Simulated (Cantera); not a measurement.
A perfectly stirred reactor is fed with CH4 : N2 = 1 : 50 (molar parts), at 0.00530 bar; it is held at 1650 K, and followed from long to short residence time.

Cantera simulation using GRI-Mech 3.0 (53 species, 325 reactions); the numbers are that mechanism's predictions, not measurements. GRI-Mech 3.0 stops at C3 and has no aromatics, soot or wall deposition, so with more carbon than oxygen in the feed, carbon stays in small species such as C2H2 where larger ones or solid carbon would form. Radical loss at walls, strong at low pressure, is not modelled.

x: mole fraction; the columns are a selection and need not sum to one.

| τ (s) | x CH4 | x H | x C2H | x C2H4 | x C2H6 |
|---|---|---|---|---|---|
| 17 | 0.00325 | 5.16e-5 | 7.47e-8 | 3.99e-5 | 1.63e-7 |
| 4.0 | … | … | … | … | … |
| 0.90 | 0.0143 | 1.09e-5 | 1.36e-8 | 0.000401 | 1.04e-6 |
| 0.20 | 0.0191 | 9.84e-7 | 6.10e-10 | 9.39e-5 | 3.22e-7 |
| 0.046 | 0.0196 | … | 5.60e-12 | … | … |
| 0.011 | 0.0196 | 1.71e-7 | <1e-12 | 2.94e-8 | 7.87e-10 |
| 0.0024 | 0.0196 | 1.53e-7 | <1e-12 | 2.75e-10 | 1.59e-11 |

Task: Fill in the missing entries.

Result: 
- 4.0, x CH4: 0.00754
- 4.0, x H: 3.04e-5
- 4.0, x C2H: 4.31e-8
- 4.0, x C2H4: 0.000164
- 4.0, x C2H6: 5.37e-7
- 0.046, x H: 2.10e-7
- 0.046, x C2H4: 1.98e-6
- 0.046, x C2H6: 1.84e-8
